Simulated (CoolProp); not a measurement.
Octamethylcyclotetrasiloxane (D4) along the isobar 0.101 MPa: fugacity coefficient from the reference equation and from simpler models built on Tc = 586.5 K, pc = 1.347 MPa, ω = 0.598; each cubic takes its own stable root.

Model: reference Helmholtz-energy equation of state, Thol 2015, in CoolProp.

```json
[
 {"T (K)": "533.3", "phase": "gas", "reference": "0.9624"},
 {"T (K)": "540.5", "phase": "gas", "reference": "0.9643"},
 {"T (K)": "547.8", "phase": "gas", "reference": "0.9660"},
 {"T (K)": "555", "phase": "gas", "reference": "0.9676"},
 {"T (K)": "562.2", "phase": "gas", "reference": "0.9692"},
 {"T (K)": "569.4", "phase": "gas", "reference": "0.9706"},
 {"T (K)": "576.7", "phase": "gas", "reference": "0.9720"},
 {"T (K)": "583.9", "phase": "gas", "reference": "0.9733"},
 {"T (K)": "591.1", "phase": "gas", "reference": "0.9745"},
 {"T (K)": "598.3", "phase": "gas", "reference": "0.9757"},
 {"T (K)": "605.6", "phase": "gas", "reference": "0.9768"},
 {"T (K)": "612.8", "phase": "gas", "reference": "0.9778"},
 {"T (K)": "620", "phase": "gas", "reference": "0.9788"}
]
```

Task: How far does each simpler model (Redlich-Kwong, Peng-Robinson) lie from the reference over these 13 states: mean and median of the absolute difference, and the worst?

Result: 
- Redlich-Kwong: mean 0.2 %, median 0.1 %, worst +0.4 % at 533.3 K and 0.101 MPa
- Peng-Robinson: mean 0.2 %, median 0.2 %, worst -0.2 % at 562.2 K and 0.101 MPa
